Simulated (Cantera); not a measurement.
## Stirred combustor or abatement burner

A perfectly stirred reactor is fed with CH4 : CO : O2 : N2 : H2O = 1 : 0.53 : 2.8 : 10.5 : 2.7 (molar parts), at 140000 Pa; it is adiabatic with a 748 K inlet, and is followed from long to short residence time, starting on the burning branch (τ in s: 0.02, 0.0072, 0.0025, 0.00087, 0.0003, 0.00011, 3.7e-05, 1.3e-05, 4.5e-06).

Detailed kinetics in Cantera: GRI-Mech 3.0 (53 species, 325 reactions).

| τ (s) | T (K) | x CH4 | x CO | x O2 | x HCO | x NO | x N2O |
|---|---|---|---|---|---|---|---|
| 0.020 | 2094 | 9.65e-6 | 0.00240 | 0.0316 | 4.56e-8 | 0.000143 | 2.50e-7 |
| 0.0072 | 2075 | 2.06e-5 | 0.00374 | 0.0324 | 1.29e-7 | 8.64e-5 | 2.88e-7 |
| 0.0025 | 2041 | 4.34e-5 | 0.00618 | 0.0339 | 3.78e-7 | 5.69e-5 | 3.03e-7 |
| 0.00087 | 1986 | 9.33e-5 | 0.0100 | 0.0364 | 1.10e-6 | 3.87e-5 | 2.80e-7 |
| 0.00030 | 1908 | 0.000222 | 0.0158 | 0.0405 | 3.20e-6 | 2.50e-5 | 2.40e-7 |
| 0.00011 | 1805 | 0.000614 | 0.0252 | 0.0472 | 8.78e-6 | 1.36e-5 | 2.00e-7 |
| 3.7e-5 | 748 | 0.0570 | 0.0302 | 0.160 | <1e-12 | <1e-12 | <1e-12 |
| 1.3e-5 | 748 | 0.0570 | 0.0302 | 0.160 | <1e-12 | <1e-12 | <1e-12 |
| 4.5e-6 | 748 | 0.0570 | 0.0302 | 0.160 | <1e-12 | <1e-12 | <1e-12 |
x: mole fraction; the columns are a selection and need not sum to one.
